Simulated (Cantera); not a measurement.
V₂O₃ + H₂ (hydrogen reduction and annealing atmospheres)

A closed system holds: 1 mol V₂O₃, 3.8 mol H₂, equilibrated at 1675 °C.

Cantera equilibrium calculation (NASA polynomials, part measured and part estimated; ideal gas, pure solids and liquids). Candidate condensed phases: H₂O, V, VO, V₂O₃, V₂O₄, V₂O₅; 12 gas species. Mutual solubility and eutectic melting of coexisting phases are not modelled. VO: taken at fixed stoichiometry. Condensed phases not in the tables: the oxides between V₂O₃ and V₂O₅ other than VO₂. Kinetics and transport are ignored.

```
P (Pa)    x H₂       x H     x VO₂   x H₂O  n VO(s)  n V₂O₃(s)
-------  -----  --------  --------  ------  -------  ---------
10       0.811     0.102    0.0579  0.0201    0.386      0.664
36       0.902    0.0566    0.0161  0.0224    0.234      0.846
130      0.941    0.0304   0.00445  0.0233    0.196      0.892
460      0.958    0.0163   0.00126  0.0237    0.187      0.904
1700     0.967   0.00852  0.000340  0.0240    0.184      0.907
6000     0.971   0.00455   9.64e-5  0.0241    0.184      0.908
22000    0.973   0.00238   2.63e-5  0.0241    0.184      0.908
77000    0.975   0.00127   7.51e-6  0.0241    0.184      0.908
280000   0.975  0.000667   2.07e-6  0.0242    0.184      0.908
1000000  0.975  0.000353   5.79e-7  0.0242    0.184      0.908
```
x: gas mole fraction; n: condensed amount in mol.

From 10.0 Pa to 1000000 Pa the condensed part is VO(s) + V₂O₃(s). The main V-bearing gas is VO₂ throughout.
